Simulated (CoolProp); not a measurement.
Vapour-liquid equilibrium of R125 (1) + propylene (2) at 0.457 MPa; x and y are mole fractions of (1).

The numbers come from the multi-fluid Helmholtz-energy mixture model, Lemmon 2005 and Lemmon 2013; pair parameters Bell 2016 in CoolProp.

### Question
Give the bubble temperature and the first vapour's composition at x = 0.2, 0.5, 0.65. Is there an azeotrope?

### Answer
x = 0.2: 258.0 K, y = 0.325; x = 0.5: 255.6 K, y = 0.520; x = 0.65: 255.8 K, y = 0.604. y crosses x between x = 0.5 and 0.65: the model has an azeotrope there.

The pair parameters rest on a limited set of measurements; away from them the model extrapolates.
